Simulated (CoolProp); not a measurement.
Saturated liquid density (kg/m³) of chlorine: the reference equation beside estimates from Tc = 416.9 K, pc = 7.642 MPa, ω = 0.070.

The numbers come from the reference Helmholtz-energy equation of state, Thol 2021 in CoolProp.

| T (K) | reference | Redlich-Kwong | Soave-Redlich-Kwong |
|---|---|---|---|
| 315.5 | 1337 | 1210 | 1217 |
| 318.2 | 1328 | 1200 | 1207 |
| 320.9 | 1319 | 1189 | … |
| 323.7 | 1309 | 1179 | 1186 |
| 326.4 | 1300 | … | 1176 |
| 329.1 | 1291 | 1157 | 1165 |
| 331.9 | 1281 | 1145 | … |
| 334.6 | 1271 | 1134 | 1143 |
| 337.4 | 1261 | 1122 | 1131 |
| 340.1 | 1250 | 1110 | 1119 |
| 342.8 | 1240 | 1098 | 1107 |
| 345.6 | … | 1086 | 1095 |
| 348.3 | 1219 | 1073 | 1083 |

Question: Fill in the missing entries.

Answer: 
- 320.9, Soave-Redlich-Kwong: 1197
- 326.4, Redlich-Kwong: 1168
- 331.9, Soave-Redlich-Kwong: 1154
- 345.6, reference: 1229

Absolute difference from the reference over all 13 rows, mean and median: Redlich-Kwong 10.6 and 10.6 %, Soave-Redlich-Kwong 10.0 and 9.9 %.
